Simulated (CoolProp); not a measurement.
Properties of n-hexane along the isobar 7780 kPa.

Computed with CoolProp (reference Helmholtz-energy equation of state, Thol 2019).

```json
[
 {"T (K)": "337.9", "phase": "liquid", "Z": "0.3797", "cv (kJ/(kg K))": "1.911"},
 {"T (K)": "348.7", "phase": "liquid", "Z": "0.3737", "cv (kJ/(kg K))": "1.954"},
 {"T (K)": "359.6", "phase": "liquid", "Z": "0.3683", "cv (kJ/(kg K))": "1.997"},
 {"T (K)": "370.5", "phase": "liquid", "Z": "0.3636", "cv (kJ/(kg K))": "2.041"},
 {"T (K)": "381.4", "phase": "liquid", "Z": "0.3594", "cv (kJ/(kg K))": "2.086"},
 {"T (K)": "392.2", "phase": "liquid", "Z": "0.3559", "cv (kJ/(kg K))": "2.129"},
 {"T (K)": "403.1", "phase": "liquid", "Z": "0.3529", "cv (kJ/(kg K))": "2.173"},
 {"T (K)": "414", "phase": "liquid", "Z": "0.3506", "cv (kJ/(kg K))": "2.217"},
 {"T (K)": "424.9", "phase": "liquid", "Z": "0.3489", "cv (kJ/(kg K))": "2.261"},
 {"T (K)": "435.7", "phase": "liquid", "Z": "0.3479", "cv (kJ/(kg K))": "2.304"},
 {"T (K)": "446.6", "phase": "liquid", "Z": "0.3476", "cv (kJ/(kg K))": "2.346"},
 {"T (K)": "457.5", "phase": "liquid", "Z": "0.3480", "cv (kJ/(kg K))": "2.389"},
 {"T (K)": "468.4", "phase": "liquid", "Z": "0.3494", "cv (kJ/(kg K))": "2.431"}
]
```
